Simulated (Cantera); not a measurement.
A perfectly stirred reactor is fed with 11.1 % H2, 58.5 % O2, 30.4 % N2, equivalence ratio 0.095, at 0.450 bar; it is held at 1225 K, and followed from long to short residence time.

Computed with Cantera and the H2/O2 subset of GRI-Mech 3.0, which has no nitrogen chemistry. The temperature is held fixed by assumption; the heat of reaction is taken as removed at once.

Q: Predict: x(H2) at τ = 22.0 s; x(O2) at τ = 22.0 s; x(O) at τ = 22.0 s; x(OH) at τ = 22.0 s; x(H2O) at τ = 22.0 s; x(H2) at τ = 0.100 s; x(O2) at τ = 0.100 s; x(O) at τ = 0.100 s; x(OH) at τ = 0.100 s; x(H2O) at τ = 0.100 s.

A: 
```json
{
  "x(H2) at τ = 22.0 s": "8.86e-6",
  "x(O2) at τ = 22.0 s": "0.560",
  "x(O) at τ = 22.0 s": "3.47e-6",
  "x(OH) at τ = 22.0 s": "5.84e-5",
  "x(H2O) at τ = 22.0 s": "0.118",
  "x(H2) at τ = 0.100 s": "0.000309",
  "x(O2) at τ = 0.100 s": "0.560",
  "x(O) at τ = 0.100 s": "0.000140",
  "x(OH) at τ = 0.100 s": "0.000341",
  "x(H2O) at τ = 0.100 s": "0.117"
}
```
